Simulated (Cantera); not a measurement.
A perfectly stirred reactor is fed with 5.34 % H2, 24.3 % O2, 70.4 % N2, equivalence ratio 0.11, at 3.98 Torr; it is held at 1150 K, and followed from long to short residence time.

Cantera simulation using GRI-Mech 3.0 (53 species, 325 reactions); the numbers are that mechanism's predictions, not measurements. Radical loss at walls, strong at low pressure, is not modelled. The temperature is held fixed by assumption; the heat of reaction is taken as removed at once.

x: mole fraction; the columns are a selection and need not sum to one.

```
τ (s)      x H2   x O2    x HO2      x H  x OH   x H2O     x NO2
------  -------  -----  -------  -------  ----  ------  --------
0.81    0.00119  0.217  5.86e-7  0.00507     ?  0.0499  6.17e-12
0.31    0.00182  0.215  6.06e-7  0.00929     ?  0.0466  4.67e-12
0.12    0.00259  0.214  6.10e-7   0.0137     ?  0.0432  2.73e-12
0.044   0.00391  0.214  6.11e-7   0.0170     ?  0.0399  1.14e-12
0.016   0.00676  0.216  6.12e-7   0.0183     ?  0.0361    <1e-12
0.0062   0.0127  0.220  6.05e-7   0.0173     ?  0.0305    <1e-12
0.0023   0.0256  0.227  5.70e-7   0.0123     ?  0.0203    <1e-12
```

Problem. Fill in the missing entries.

Solution. 
- 0.81, x OH: 0.00158
- 0.31, x OH: 0.00192
- 0.12, x OH: 0.00220
- 0.044, x OH: 0.00249
- 0.016, x OH: 0.00285
- 0.0062, x OH: 0.00313
- 0.0023, x OH: 0.00286
